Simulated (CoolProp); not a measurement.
Computed with CoolProp (reference Helmholtz-energy equation of state, Lemmon 2006). It is a short technical equation, of lower accuracy than the large ones.

### Question
Give the vapour pressure (bar), liquid density (kg/m³), vapour density (kg/m³), surface tension (mN/m) of saturated carbon monoxide at 103.1, 107.6 K.

### Answer
```tsv
T (K)	p (bar)	liquid density (kg/m³)	vapour density (kg/m³)	surface tension (mN/m)
103.1	6.80	688	26.4	5.10
107.6	9.18	662	35.7	4.23
```

Surface tension comes from a separate correlation (Mulero 2012).
